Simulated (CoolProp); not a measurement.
R236FA along the isotherm 400 K: density (kg/m³) from the reference equation and from simpler models built on Tc = 398.1 K, pc = 3.191 MPa, ω = 0.377; each cubic takes its own stable root.

The numbers come from the reference Helmholtz-energy equation of state, Pan 2012 in CoolProp.

| p (MPa) | phase | reference |
|---|---|---|
| 0.0252 | gas | 1.155 |
| 0.0381 | gas | 1.749 |
| 0.0574 | gas | 2.640 |
| 0.0866 | gas | 3.996 |
| 0.131 | gas | 6.075 |
| 0.197 | gas | 9.203 |
| 0.297 | gas | 14.03 |
| 0.449 | gas | 21.60 |
| 0.677 | gas | 33.50 |
| 1.02 | gas | 52.88 |
| 1.54 | gas | 86.71 |
| 2.32 | gas | 155.0 |
| 3.51 | supercritical | 763.0 |
| 5.29 | supercritical | 932.2 |
| 7.98 | supercritical | 1014 |

How far does each simpler model (ideal gas, van der Waals, Peng-Robinson) lie from the reference over these 15 states: mean and median of the absolute difference, and the worst?


- ideal gas: mean 20.0 %, median 5.0 %, worst -79.0 % at 400 K and 3.51 MPa
- van der Waals: mean 7.0 %, median 0.7 %, worst -31.5 % at 400 K and 3.51 MPa
- Peng-Robinson: mean 2.2 %, median 0.5 %, worst -15.5 % at 400 K and 3.51 MPa
